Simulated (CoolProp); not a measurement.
Hydrogen chloride at 298.15 K and 3.46 MPa is throttled through a valve to 2.22 MPa with no heat exchange. Each further row changes one setting.

Model: reference Helmholtz-energy equation of state, Thol 2018, in CoolProp.

```tsv
case	temperature change (K)	final density (kg/m³)
as stated	-19.5	43.1
outlet pressure 0.666 MPa	[?]	12.8
outlet pressure 2.89 MPa	[?]	[?]
```

Question: Some entries are withheld; supply them.

Answer: 
- outlet pressure 0.666 MPa, temperature change (K): -51.4
- outlet pressure 2.89 MPa, temperature change (K): -8.5
- outlet pressure 2.89 MPa, final density (kg/m³): 56.3
